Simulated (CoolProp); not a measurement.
The numbers come from the reference Helmholtz-energy equation of state, Thol 2019 in CoolProp.

Question: For n-hexane, give the phase and the density (kg/m³), Joule-Thomson coefficient (K/MPa), isothermal compressibility (1/MPa), viscosity (µPa s) at 254.4 K and 13.8 MPa; 254.4 K and 16.6 MPa.

Answer: 
- 254.4 K and 13.8 MPa: liquid; density 704, Joule-Thomson coefficient -0.483, isothermal compressibility 0.000985, viscosity 548
- 254.4 K and 16.6 MPa: liquid; density 706, Joule-Thomson coefficient -0.486, isothermal compressibility 0.000958, viscosity 561

Viscosity comes from a separate model (Michailidou 2013).
